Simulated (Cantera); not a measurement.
What does this Cantera script print?

```python
import numpy as np
import cantera as ct

gas = ct.Solution("h2o2.yaml")
gas.TPX = 550, 1000000, {'H2': 1, 'O2': 0.333, 'N2': 1.13}
flame = ct.FreeFlame(gas, width=0.008)
flame.set_refine_criteria(ratio=3, slope=0.08, curve=0.16)
flame.transport_model = "mixture-averaged"
flame.solve(loglevel=0, auto=True)
z, T = flame.grid, flame.T
thick = (T[-1] - T[0]) / np.gradient(T, z).max()
show = ['H2', 'O2', 'H2O', 'H', 'H2O2', 'OH']
print(f"laminar burning velocity  {flame.velocity[0] * 100:.3f} cm/s")
print(f"burnt temperature         {T[-1]:.1f} K")
print(f"thermal thickness         {thick * 1e3:.4f} mm")
print(f"grid points               {len(z)}")
z0 = z[flame.heat_release_rate.argmax()]
print(f"{'z/mm':>9s}{'T/K':>9s}{'u/(m/s)':>9s}" + "".join(f"{s:>11s}" for s in show))
rows = []
for k in (-3, -2, -1.5, -1, -0.5, -0.25, 0, 0.25, 0.5, 1, 2, 4, 8):
    zz = z0 + k * thick
    rows.append([k * thick, np.interp(zz, z, T), np.interp(zz, z, flame.velocity),
                 *(np.interp(zz, z, flame.X[gas.species_index(s)]) for s in show)])
    print(f"{rows[-1][0] * 1e3:9.3f}{rows[-1][1]:9.1f}{rows[-1][2]:9.3f}" + "".join(f"{x:11.3e}" for x in rows[-1][3:]))
```

Result:

```
laminar burning velocity  806.584 cm/s
burnt temperature         2542.0 K
thermal thickness         0.0223 mm
grid points               112
     z/mm      T/K  u/(m/s)         H2         O2        H2O          H       H2O2         OH
   -0.067    550.0    8.066  4.060e-01  1.352e-01  3.325e-10  9.818e-15  7.212e-13  2.962e-14
   -0.045    550.0    8.066  4.060e-01  1.352e-01  2.462e-08  9.556e-13  7.292e-11  2.880e-12
   -0.033    550.1    8.065  4.059e-01  1.352e-01  4.077e-07  1.913e-11  1.614e-09  5.629e-11
   -0.022    551.5    8.074  4.048e-01  1.355e-01  1.437e-05  1.849e-09  8.470e-08  3.789e-09
   -0.011    620.7    8.886  3.884e-01  1.373e-01  2.838e-03  5.900e-05  2.602e-05  6.202e-05
   -0.006    967.0   13.306  3.414e-01  1.279e-01  3.573e-02  3.672e-03  1.169e-04  1.340e-03
    0.000   1445.5   19.312  2.641e-01  9.243e-02  1.163e-01  1.987e-02  3.641e-05  3.309e-03
    0.006   1782.8   23.544  1.943e-01  4.702e-02  2.024e-01  3.784e-02  5.565e-06  6.740e-03
    0.011   1966.6   25.819  1.584e-01  2.058e-02  2.513e-01  4.507e-02  3.390e-06  9.352e-03
    0.022   2135.9   27.826  1.413e-01  5.223e-03  2.816e-01  4.199e-02  1.734e-06  1.097e-02
    0.045   2277.1   29.409  1.420e-01  1.571e-03  2.932e-01  3.082e-02  9.274e-07  9.915e-03
    0.089   2386.8   30.588  1.455e-01  6.941e-04  3.005e-01  2.015e-02  5.481e-07  7.501e-03
    0.178   2463.2   31.386  1.481e-01  2.762e-04  3.060e-01  1.231e-02  2.884e-07  5.038e-03
```

Model: the H2/O2 subset of GRI-Mech 3.0, which has no nitrogen chemistry, integrated in Cantera. The hydrogen kinetics of GRI-Mech 3.0 are dated; newer H2 mechanisms differ, most at raised pressure. Burning velocities carry a grid error of a few per cent, more on coarse grids.
